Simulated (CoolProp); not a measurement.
Computed with CoolProp (reference Helmholtz-energy equation of state, Jacobsen 1992).

Question: For R11, give the phase and the Z, cv (kJ/(kg K)) at 111.45 °C and 7.35 MPa; 111.45 °C and 8.57 MPa; 111.45 °C and 9.79 MPa.

Answer: 
- 111.45 °C and 7.35 MPa: liquid; Z 0.247, cv 0.630
- 111.45 °C and 8.57 MPa: liquid; Z 0.286, cv 0.630
- 111.45 °C and 9.79 MPa: liquid; Z 0.325, cv 0.630
